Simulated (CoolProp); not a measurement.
n-decane along the isobar 0.101 MPa: density (kg/m³) from the reference equation and from simpler models built on Tc = 344.5 °C, pc = 2.101 MPa, ω = 0.488; each cubic takes its own stable root.

The numbers come from the reference Helmholtz-energy equation of state, Lemmon 2006 in CoolProp. It is a short technical equation, of lower accuracy than the large ones.

```csv
T (°C),phase,reference
9.65,liquid,738.5
22.25,liquid,728.7
34.75,liquid,719.0
47.35,liquid,709.1
59.85,liquid,699.4
72.45,liquid,689.5
85.05,liquid,679.5
97.55,liquid,669.5
110.15,liquid,659.2
122.65,liquid,648.9
135.25,liquid,638.3
147.85,liquid,627.5
160.35,liquid,616.4
172.95,liquid,605.0
185.45,gas,3.997
```

**Question.** How far does each simpler model (van der Waals, Redlich-Kwong, Soave-Redlich-Kwong) lie from the reference over these 15 states: mean and median of the absolute difference, and the worst?

**Answer.** 
- van der Waals: mean 75.4 %, median 99.3 %, worst -99.3 % at 172.95 °C and 0.101 MPa
- Redlich-Kwong: mean 40.7 %, median 21.2 %, worst -99.3 % at 172.95 °C and 0.101 MPa
- Soave-Redlich-Kwong: mean 15.6 %, median 16.2 %, worst -18.2 % at 9.65 °C and 0.101 MPa

At some of these states van der Waals, Redlich-Kwong gives the other phase, because its saturation line lies elsewhere.
